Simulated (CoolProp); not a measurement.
A single-stage vapour-compression cycle with n-pentane: evaporating at 268.15 K (dew point), condensing at 299.15 K (bubble point), superheat 0 K, subcooling 0 K, compressor efficiency 0.65, no pressure losses. Each further row changes one setting.

Model: reference Helmholtz-energy equation of state, Thol 2019, in CoolProp.

```json
[
 {"case": "as stated", "cooling COP": "5.03", "pressure ratio": "3.66", "discharge temperature (K)": "308.6", "refrigerating effect (kJ/kg)": "319", "volumetric capacity (kJ/m³)": "202"},
 {"case": "evaporating temperature 273.15 K", "cooling COP": "6.23", "pressure ratio": "2.90", "discharge temperature (K)": "306.5", "refrigerating effect (kJ/kg)": "326", "volumetric capacity (kJ/m³)": "257"},
 {"case": "condensing temperature 294.15 K", "cooling COP": "6.13", "pressure ratio": "3.03", "discharge temperature (K)": "302.7", "refrigerating effect (kJ/kg)": "330", "volumetric capacity (kJ/m³)": "210"},
 {"case": "subcooling 5 K", "cooling COP": "5.22", "pressure ratio": "3.66", "discharge temperature (K)": "308.6", "refrigerating effect (kJ/kg)": "330", "volumetric capacity (kJ/m³)": "210"},
 {"case": "superheat 10 K", "cooling COP": "5.08", "pressure ratio": "3.66", "discharge temperature (K)": "318.9", "refrigerating effect (kJ/kg)": "334", "volumetric capacity (kJ/m³)": "204"},
 {"case": "compressor efficiency 0.55", "cooling COP": "4.26", "pressure ratio": "3.66", "discharge temperature (K)": "315.1", "refrigerating effect (kJ/kg)": "319", "volumetric capacity (kJ/m³)": "202"}
]
```
